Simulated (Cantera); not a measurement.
A perfectly stirred reactor is fed with H₂ : O₂ = 0.21 : 1 (molar parts), equivalence ratio 0.10, at 0.0263 atm; it is held at 1050 K, and followed from long to short residence time.

Computed with Cantera and the H2/O2 subset of GRI-Mech 3.0, which has no nitrogen chemistry. Radical loss at walls, strong at low pressure, is not modelled. The temperature is held fixed by assumption; the heat of reaction is taken as removed at once.

x: mole fraction; the columns are a selection and need not sum to one.

| τ (s) | x H₂ | x O₂ | x H₂O₂ | x O | x HO₂ |
|---|---|---|---|---|---|
| 0.78 | 0.000790 | 0.809 | 6.13e-7 | 0.000808 | 9.97e-6 |
| 0.26 | 0.00152 | 0.808 | 7.49e-7 | 0.00162 | 1.41e-5 |
| 0.085 | 0.00291 | 0.806 | 8.85e-7 | 0.00320 | 1.85e-5 |
| 0.028 | 0.00547 | 0.803 | 1.00e-6 | 0.00608 | 2.24e-5 |
| 0.0092 | 0.0102 | 0.796 | 1.07e-6 | 0.0110 | 2.50e-5 |
| 0.0030 | … | 0.786 | 1.07e-6 | … | 2.52e-5 |
| 0.0010 | 0.0358 | 0.775 | 1.02e-6 | 0.0242 | 2.30e-5 |
| 0.00033 | … | 0.779 | … | … | … |

Task: Complete the blanks.

Result: 
- 0.0030, x H₂: 0.0191
- 0.0030, x O: 0.0183
- 0.00033, x H₂: 0.0709
- 0.00033, x H₂O₂: 9.37e-7
- 0.00033, x O: 0.0218
- 0.00033, x HO₂: 1.91e-5
